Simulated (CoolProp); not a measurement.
Vapour-liquid equilibrium of R143a (1) + fluoroethane (R161) (2) at 219.4 K; x and y are mole fractions of (1).

The numbers come from the multi-fluid Helmholtz-energy mixture model, Lemmon and Jacobsen 2000 and Wu 2012; pair parameters Bell 2016 in CoolProp.

```tsv
x	bubble pressure (MPa)	y at the bubble point	dew pressure at overall composition x (MPa)	liquid density (mol/L)
0.05	0.04692	0.084	0.04621	17.29
0.125	0.04942	0.197	0.04780	16.99
0.2	0.05179	0.297	0.04949	16.71
0.275	0.05407	0.386	0.05126	16.44
0.35	0.05627	0.468	0.05313	16.17
0.425	0.05841	0.544	0.05509	15.91
0.5	0.06049	0.614	0.05715	15.65
0.575	0.06253	0.681	0.05931	15.40
0.65	0.06454	0.743	0.06158	15.16
0.725	0.06652	0.803	0.06395	14.92
0.8	0.06848	0.859	0.06643	14.69
0.875	0.07042	0.914	0.06903	14.46
0.95	0.07236	0.966	0.07175	14.23
```

No azeotrope shows between x = 0.05 and 0.95.

Pair parameters are fitted to limited data, so mixtures are less certain than the pure fluids.
